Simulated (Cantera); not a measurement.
Nitride etching: AlN + Cl2 + N2

Feed: 1 mol AlN, 18 mol Cl2, 1.5 mol N2, equilibrated at 2.80e-5 bar.

Equilibrium computed with Cantera from the NASA thermochemical tables; the gas is ideal and each condensed phase is pure. Candidate condensed phases: Al, AlCl3, AlN; 11 gas species. The tables' values for AlCl2 are old estimates; treat these amounts as uncertain. The numbers say what is thermodynamically allowed, not how fast it happens.

From 1050 °C to 1450 °C nothing is condensed. The main Al-bearing gas is AlCl3 throughout.

```tsv
T (°C)	x Cl	x Cl2	x N2	x AlCl3
1050	0.827	0.0831	0.0602	0.0301
1100	0.873	0.0404	0.0578	0.0289
1150	0.895	0.0196	0.0566	0.0283
1200	0.906	0.00975	0.0561	0.0280
1250	0.911	0.00502	0.0558	0.0279
1300	0.914	0.00268	0.0557	0.0277
1350	0.915	0.00148	0.0556	0.0273
1400	0.916	0.000849	0.0555	0.0265
1450	0.916	0.000502	0.0554	0.0245
```
x: gas mole fraction; nothing condenses.
